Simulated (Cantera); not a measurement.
A Cantera script and its output.

```python
import numpy as np
import cantera as ct

gas = ct.Solution("gri30.yaml")
gas.TPX = 2200, 2200, {'NO': 1, 'N2': 3}
reactor = ct.IdealGasConstPressureReactor(gas, energy="off", clone=False)
net = ct.ReactorNet([reactor])
net.rtol, net.atol = 1e-08, 1e-18
show = ['NO', 'NO2', 'O2', 'N2O', 'N2', 'O']
times = np.geomspace(0.0004, 3, 15)

steps = ct.SolutionArray(gas, extra=["t"])
rows = []
print(f"{'t/s':>10s}{'T/K':>9s}{'P/Pa':>11s}" + "".join(f"{s:>11s}" for s in show))
for t in times:
    while net.time < t:
        t_next = net.step()
        steps.append(gas.state, t=t_next)
    rows.append([np.interp(t, steps.t, y) for y in (steps.T, steps.P, *steps(*show).X.T)])
    print(f"{t:10.3e}{rows[-1][0]:9.1f}{rows[-1][1]:11.4g}" + "".join(f"{x:11.3e}" for x in rows[-1][2:]))
rate = np.gradient(steps.T, steps.t)
print("integrator steps:", len(steps.t))
if steps.T.max() > steps.T[0] + 200:
    print(f"time of steepest temperature rise: {steps.t[rate.argmax()]:.4e} s")
gas.TPX = 2200, 2200, {'NO': 1, 'N2': 3}
gas.equilibrate("TP")
print(f"equilibrium (TP): T = {gas.T:.1f} K  " + "  ".join(f"{s} {gas[s].X[0]:.3e}" for s in show))
```

It prints:

```
       t/s      T/K       P/Pa         NO        NO2         O2        N2O         N2          O
 4.000e-04   2200.0       2200  2.500e-01  3.078e-09  9.831e-09  2.308e-06  7.500e-01  2.474e-06
 7.566e-04   2200.0       2200  2.500e-01  9.783e-09  3.582e-08  4.229e-06  7.500e-01  4.811e-06
 1.431e-03   2200.0       2200  2.500e-01  2.883e-08  1.327e-07  7.540e-06  7.500e-01  9.547e-06
 2.707e-03   2200.0       2200  2.500e-01  7.730e-08  5.038e-07  1.279e-05  7.500e-01  1.949e-05
 5.119e-03   2200.0       2200  2.499e-01  1.903e-07  1.973e-06  1.992e-05  7.500e-01  4.101e-05
 9.683e-03   2200.0       2200  2.499e-01  4.391e-07  7.934e-06  2.713e-05  7.500e-01  8.760e-05
 1.831e-02   2200.0       2200  2.497e-01  9.417e-07  3.202e-05  3.116e-05  7.501e-01  1.834e-04
 3.464e-02   2200.0       2200  2.493e-01  1.835e-06  1.256e-04  3.120e-05  7.502e-01  3.639e-04
 6.552e-02   2200.0       2200  2.483e-01  3.232e-06  4.667e-04  2.944e-05  7.506e-01  6.731e-04
 1.239e-01   2200.0       2200  2.455e-01  5.160e-06  1.608e-03  2.678e-05  7.518e-01  1.137e-03
 2.344e-01   2200.0       2200  2.381e-01  7.609e-06  4.961e-03  2.319e-05  7.552e-01  1.719e-03
 4.434e-01   2200.0       2200  2.203e-01  1.067e-05  1.347e-02  1.811e-05  7.638e-01  2.432e-03
 8.386e-01   2200.0       2200  1.810e-01  1.337e-05  3.254e-02  1.089e-05  7.830e-01  3.448e-03
 1.586e+00   2200.0       2200  1.119e-01  1.186e-05  6.640e-02  3.682e-06  8.170e-01  4.731e-03
 3.000e+00   2200.0       2200  4.238e-02  5.552e-06  1.006e-01  5.311e-07  8.513e-01  5.756e-03
integrator steps: 707
equilibrium (TP): T = 2200.0 K  NO 9.905e-03  NO2 1.391e-06  O2 1.165e-01  N2O 8.574e-08  N2 8.673e-01  O 6.260e-03
```

Detailed kinetics in Cantera: GRI-Mech 3.0 (53 species, 325 reactions). Radical loss at walls, strong at low pressure, is not modelled.
